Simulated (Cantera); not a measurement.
Thermodynamics of carbothermic reduction, feed Cu₂O + CH₄ + N₂

Input: 1 mol Cu₂O, 2.6 mol CH₄, 0.39 mol N₂, held at 2.30 bar.

Method: chemical equilibrium by Gibbs-energy minimisation in Cantera with the NASA 1993 tables (ideal gas, pure condensed phases). Candidate condensed phases: C, C₆H₆, C₇H₈, C₈H₁₈, Cu, CuO, Cu(OH)₂, Cu₂O, H₂O; 139 gas species. Equilibrium is a limit: real reactors are often held back by kinetics, nucleation or transport.

```tsv
T (K)	x H₂	x CH₄	x CO	x H₂O	x N₂	x CO₂	x HCN	n C(graphite)	n Cu(s)	n Cu(l)
875	0.488	0.239	0.0301	0.138	0.0826	0.0224	1.05e-7	1.23	2.00	0
975	0.641	0.119	0.0815	0.0722	0.0713	0.0147	7.36e-7	1.43	2.00	0
1075	0.722	0.0541	0.128	0.0268	0.0642	0.00510	3.41e-6	1.47	2.00	0
1175	0.758	0.0253	0.146	0.00880	0.0612	0.00132	1.21e-5	1.50	2.00	0
1275	0.773	0.0127	0.150	0.00312	0.0601	0.000365	3.51e-5	1.54	2.00	0
1375	0.780	0.00697	0.152	0.00125	0.0596	0.000118	8.71e-5	1.56	0	2.00
1475	0.784	0.00411	0.152	0.000565	0.0594	4.40e-5	0.000191	1.58	0	2.00
1575	0.786	0.00258	0.152	0.000282	0.0591	1.88e-5	0.000377	1.58	0	2.00
1675	0.786	0.00171	0.152	0.000153	0.0589	8.89e-6	0.000686	1.58	0	2.00
1775	0.787	0.00119	0.152	8.88e-5	0.0586	4.61e-6	0.00117	1.58	0	2.00
1875	0.786	0.000861	0.152	5.47e-5	0.0582	2.57e-6	0.00187	1.58	0	2.00
1975	0.784	0.000642	0.152	3.54e-5	0.0576	1.52e-6	0.00284	1.57	0	1.99
```
x: gas mole fraction; n: condensed amount in mol.

From 875 K to 1275 K the condensed part is C(graphite) + Cu(s). From 1375 K to 1975 K the condensed part is C(graphite) + Cu(l).
